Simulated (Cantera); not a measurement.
A closed system holds: 1 mol B2O3, 4.2 mol O2, a varied amount of NH3, held at 11000 Pa.

Method: chemical equilibrium by Gibbs-energy minimisation in Cantera with the NASA 1993 tables (ideal gas, pure condensed phases). Candidate condensed phases: B, BN, B2O3, B3O3H3, H2O; 39 gas species. The numbers say what is thermodynamically allowed, not how fast it happens.

Stable condensed phases, one row left out:

```
T in °C \ n(NH3) in mol
         1.1 1.4 1.8 2.2 2.7 3.4 4.2 5.2 6.5 8.1  10  12  15
   1952    A   A   A   A   A   A   A   A   A   A   A   A   A
   1877    A   A   A   A   A   A   A   A   A   A   A   A   A
   1802    A   A   A   A   A   A   A   A   A   A   A   A   A
   1727    A   A   A   A   A   A   A   A   A   A   A   A   A
   1652    A   A   A   A   A   A   A   A   A   A   A   A   A
   1577    A   A   A   A   A   A   A   A   A   A   A   A   A
   1427    B   B   B   B   B   A   A   A   A   A   A   A   A
   1352    B   B   B   B   B   B   B   B   A   A   A   A   A
   1277    B   B   B   B   B   B   B   B   B   B   B   B   B
   1202    B   B   B   B   B   B   B   B   B   B   B   B   B
   1127    B   B   B   B   B   B   B   B   B   B   B   B   B
   1052    B   B   B   B   B   B   B   B   B   B   B   B   B
    977    B   B   B   B   B   B   B   B   B   B   B   B   B
```

A: gas only; B: B2O3.

**Question.** Give the row for 1502 °C.

**Answer.** 1.1: B2O3; 1.4: B2O3; 1.8: gas only; 2.2: gas only; 2.7: gas only; 3.4: gas only; 4.2: gas only; 5.2: gas only; 6.5: gas only; 8.1: gas only; 10: gas only; 12: gas only; 15: gas only.
